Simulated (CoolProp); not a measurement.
Properties of toluene along the isotherm 276.65 °C (Tc = 318.6 °C, pc = 4.126 MPa, ω = 0.266).

The numbers come from the reference Helmholtz-energy equation of state, Lemmon 2006 in CoolProp. It is a short technical equation, of lower accuracy than the large ones.

| p (MPa) | phase | cp (kJ/(kg K)) | speed of sound (m/s) | isothermal compressibility (1/MPa) | expansivity (1/kK) | conductivity (mW/(m K)) | Prandtl number |
|---|---|---|---|---|---|---|---|
| 0.13 | gas | 2.008 | 224.9 | 7.810 | 1.911 | 35.3 | 0.717 |
| 0.211 | gas | 2.015 | 222.9 | 4.860 | 1.972 | 35.3 | 0.720 |
| 0.341 | gas | 2.027 | 219.7 | 3.058 | 2.078 | 35.3 | 0.725 |
| 0.55 | gas | 2.049 | 214.3 | 1.952 | 2.271 | 35.3 | 0.733 |
| 0.889 | gas | 2.092 | 204.9 | 1.276 | 2.660 | 35.3 | 0.750 |
| 1.44 | gas | 2.196 | 187.3 | 0.8888 | 3.636 | 35.8 | 0.788 |
| 2.32 | gas | 2.697 | 147.1 | 0.8349 | 8.533 | 39.1 | 0.930 |
| 3.75 | liquid | 2.847 | 357.4 | 0.01948 | 4.026 | 78.9 | 3.05 |
| 6.06 | liquid | 2.706 | 420.8 | 0.01293 | 3.054 | 81.3 | 3.07 |
| 9.79 | liquid | 2.601 | 495.8 | 0.008633 | 2.351 | 84.4 | 3.13 |
| 15.8 | liquid | 2.521 | 585.5 | 0.005762 | 1.827 | 88.4 | 3.23 |
| 25.5 | liquid | 2.460 | 693.5 | 0.003832 | 1.429 | 93.9 | 3.37 |
| 41.3 | liquid | 2.414 | 824.6 | 0.002529 | 1.122 | 101 | 3.56 |

Viscosity comes from a separate model (Avgeri 2015). Thermal conductivity comes from a separate model (Assael 2012).
